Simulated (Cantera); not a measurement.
An adiabatic, constant-pressure homogeneous reactor starts with 7.40 % C3H8, 19.5 % O2, 73.2 % N2, equivalence ratio 1.9, at 1275 K and 3.40 bar.

Model: GRI-Mech 3.0 (53 species, 325 reactions), integrated in Cantera. GRI-Mech 3.0 was tuned for natural gas; its chemistry of propane as a main component is partial and can be far from experiment.

Q: Predict: time of steepest temperature rise; temperature at 1.00 s; equilibrium temperature; x(O2) at 1.00 s; x(H2) at 1.00 s; x(NO) at 1.00 s; x(N2O) at 1.00 s; x(H) at 1.00 s; x(CH2O) at 1.00 s.

A: 
```
Item                                                                  Result
---------------------------------  -----------------------------------------
time of steepest temperature rise                                   0.872 ms
temperature at 1.00 s                                                 2478 K
equilibrium temperature                                               2478 K
x(O2) at 1.00 s                      6.72e-6 (gas-phase equilibrium 6.72e-6)
x(H2) at 1.00 s                          0.124 (gas-phase equilibrium 0.124)
x(NO) at 1.00 s                    0.000108 (gas-phase equilibrium 0.000108)
x(N2O) at 1.00 s                     9.52e-9 (gas-phase equilibrium 9.52e-9)
x(H) at 1.00 s                       0.00437 (gas-phase equilibrium 0.00437)
x(CH2O) at 1.00 s                    2.60e-8 (gas-phase equilibrium 2.60e-8)
```
